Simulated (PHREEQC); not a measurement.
A column of 0.2 m (40 cells, dispersivity 0.01 m, 300 s a shift, diffusion coefficient 3e-10 m²/s) holds 0.074 eq of the database's cation exchanger X per kg of pore water, first in equilibrium with 0.0036 mol LiCl and 1e-05 mol HCl per kg of water. It is flushed with 0.037 mol BaCl2 and 1e-05 mol HCl per kg of water, at 15 °C. Values are for the last cell. CO2 from the air is kept out. Precipitation was switched off in this run.

Base run: PHREEQC, ion-association model, phreeqc.dat. Each further column changes one thing. The table gives Li in solution (mol/kgw).

| pore volumes | base | exchange capacity from 0.074 to 0.037 eq/kgw | dispersivity from 0.01 to 0.02 m |
|---|---|---|---|
| 0 | 0.00360 | 0.00360 | 0.00360 |
| 0.9125 | 0.0349 | 0.0349 | 0.0386 |
| 1.663 | 0.0715 | [?] | 0.0685 |
| 2.413 | 0.00305 | [?] | [?] |
| 3.312 | 4.67e-5 | 4.18e-6 | [?] |
| 4.213 | 7.85e-7 | 5.73e-8 | [?] |
| 4.963 | 2.66e-8 | [?] | 7.93e-6 |

**Question.** Complete the blanks.

**Answer.** 
- 1.663, exchange capacity from 0.074 to 0.037 eq/kgw: 0.00981
- 2.413, exchange capacity from 0.074 to 0.037 eq/kgw: 0.000294
- 2.413, dispersivity from 0.01 to 0.02 m: 0.00681
- 3.312, dispersivity from 0.01 to 0.02 m: 0.000593
- 4.213, dispersivity from 0.01 to 0.02 m: 5.59e-5
- 4.963, exchange capacity from 0.074 to 0.037 eq/kgw: 1.59e-9
